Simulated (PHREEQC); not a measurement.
Dissolve 1.3 mol HCl, 1.7 mol FeCl2 and 0.28 mol LiCl per kg of water at 20 °C. Closed to the air; pH follows from the charge balance.

Equilibrium calculation in PHREEQC: Pitzer model, pitzer.dat.

Q: The ionic strength comes out as 6.68 mol/kgw. What activity coefficients do Cl-, Fe+2, H+, Li+ get?

A: Cl- 0.62, Fe+2 4.0, H+ 5.7, Li+ 4.7. Single-ion values are on the MacInnes scale.

Precipitation was switched off in this run. In brines, pH and single-ion activities rest on the MacInnes convention.
